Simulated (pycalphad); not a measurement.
All values are pycalphad results on the COST 507 light-alloy database (1999) (1 atm), not direct measurements. These are 1990s assessments: newer ones move some temperatures and phases. Amounts are mole fractions of atoms. Kinetics are ignored, which matters at the lower temperatures.

Question: Give the equilibrium state of Si-13.74Y (at.%) at 690 K.

Answer: diamond (Si), fraction 0.588, with no Y at.%; SI2Y_R, fraction 0.412, with 33.3 Y at.%.

Question: Give the equilibrium state of Si-13.74Y (at.%) at 1490 K.

Answer: liquid, fraction 0.934, with 12.3 Y at.%; SI2Y_R, fraction 0.066, with 33.3 Y at.%.

Database names, with the compositions (at.%) that they take in these runs: SI2Y_R: Si 67 Y 33. An entry "none" or "no" means that the model of the phase leaves that element out.
